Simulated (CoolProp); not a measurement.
Vapour-liquid equilibrium of n-hexane (1) + o-xylene (2) at 151.35 °C; x and y are mole fractions of (1).

Values from CoolProp's multi-fluid Helmholtz-energy mixture model, Thol 2019 and Zhou 2012; pair parameters Bell 2016.

```
x      bubble pressure, mixture model (kPa)  bubble pressure, Raoult's law (kPa)  y, mixture model  y, Raoult's law
-----  ------------------------------------  -----------------------------------  ----------------  ---------------
0.05                                  157.4                                154.1             0.254            0.251
0.125                                 209.8                                202.9             0.472            0.476
0.2                                   260.6                                251.8             0.601            0.614
0.275                                 310.0                                300.7             0.688            0.707
0.35                                  358.0                                349.6             0.750            0.774
0.425                                 405.0                                398.5             0.798            0.825
0.5                                   451.3                                447.4             0.836            0.864
0.575                                 497.2                                496.3             0.868            0.896
0.65                                  543.2                                545.2             0.896            0.922
0.725                                 589.7                                594.1             0.921            0.944
0.8                                   637.1                                643.0             0.944            0.962
0.875                                 686.2                                691.9             0.965            0.978
0.95                                  737.5                                740.8             0.986            0.992
```

The largest gap from Raoult's law is +3.5 % in bubble pressure, at x = 0.2. No azeotrope shows between x = 0.05 and 0.95.

The pair parameters rest on a limited set of measurements; away from them the model extrapolates. The gap from Raoult's law changes sign with composition, which may be real or a fault of the pair parameters; it wasn't checked against measurements.
